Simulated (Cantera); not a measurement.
# Si + Cl₂ + H₂ (chlorosilane synthesis and conversion)

A closed system holds: 1 mol Si, 0.82 mol Cl₂, a varied amount of H₂, equilibrated at 475 °C and 13.0 bar.

Method: chemical equilibrium by Gibbs-energy minimisation in Cantera with the NASA 1993 tables (ideal gas, pure condensed phases). Candidate condensed phases: Si; 19 gas species. The tables' values for SiCl₃ are old estimates; treat these amounts as uncertain. Equilibrium is a limit: real reactors are often held back by kinetics, nucleation or transport.

From 0.73 mol H₂ to 11 mol H₂ the condensed part is Si(s). The main Si-bearing gas is SiCl₄ at 0.73 mol H₂ and SiHCl₃ at 11 mol H₂. The share of Si in condensed phases is highest at 0.73 mol H₂ (53.6 %) and lowest at 11 mol H₂ (49.1 %).

| n(H₂) (mol) | x H₂ | x SiCl₄ | x SiHCl₃ | x SiH₂Cl₂ | x HCl | x SiH₃Cl | x SiCl₃ | x SiH₄ | n Si(s) |
|---|---|---|---|---|---|---|---|---|---|
| 0.73 | 0.573 | 0.239 | 0.178 | 0.00971 | 0.000338 | 0.000118 | 1.48e-5 | 6.76e-7 | 0.536 |
| 0.98 | 0.648 | 0.185 | 0.157 | 0.00968 | 0.000338 | 0.000133 | 1.22e-5 | 8.64e-7 | 0.531 |
| 1.3 | 0.712 | 0.143 | 0.135 | 0.00934 | 0.000332 | 0.000144 | 1.00e-5 | 1.04e-6 | 0.527 |
| 1.8 | 0.776 | 0.104 | 0.111 | 0.00868 | 0.000320 | 0.000151 | 7.90e-6 | 1.24e-6 | 0.521 |
| 2.5 | 0.829 | 0.0739 | 0.0889 | 0.00782 | 0.000303 | 0.000153 | 6.12e-6 | 1.42e-6 | 0.516 |
| 3.3 | 0.865 | 0.0548 | 0.0726 | 0.00703 | 0.000288 | 0.000151 | 4.90e-6 | 1.54e-6 | 0.511 |
| 4.5 | 0.897 | 0.0389 | 0.0572 | 0.00614 | 0.000269 | 0.000147 | 3.78e-6 | 1.66e-6 | 0.506 |
| 6.1 | 0.922 | 0.0276 | 0.0447 | 0.00531 | 0.000250 | 0.000140 | 2.92e-6 | 1.75e-6 | 0.501 |
| 8.3 | 0.941 | 0.0193 | 0.0346 | 0.00454 | 0.000231 | 0.000132 | 2.24e-6 | 1.82e-6 | 0.496 |
| 11 | 0.955 | 0.0138 | 0.0272 | 0.00390 | 0.000214 | 0.000125 | 1.74e-6 | 1.88e-6 | 0.491 |
x: gas mole fraction; n: condensed amount in mol.
